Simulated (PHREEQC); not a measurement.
A solution holds 47 mmol/kgw H3PO4, 12 mmol/kgw NaF and 0.5 mmol/kgw NaCl, at 25 °C. Closed to the air; pH follows from the charge balance.

All values are PHREEQC results (ion-association model, wateq4f.dat), not measurements.

```
quantity               before    after
-------------------  --------  -------
pH                       2.03     2.36
HF (mol/kgw)           0.0105  0.00967
F- (mol/kgw)         0.000881  0.00171
HF2- (mol/kgw)        3.56e-5  6.36e-5
NaF (mol/kgw)         4.69e-6  9.40e-6
SI of Halite (NaCl)     -6.91    -6.90
```

Name the change that produced these shifts.
(A) H3PO4 left out
(B) temperature from 25 to 55 °C
(C) temperature from 25 to 60 °C
(D) H3PO4 from 0.047 to 0.0235 mol/kgw

D, H3PO4 from 0.047 to 0.0235 mol/kgw

No solid was allowed to form. H3PO4, which wateq4f.dat lacks, is added to it with the constant of phreeqc.dat.
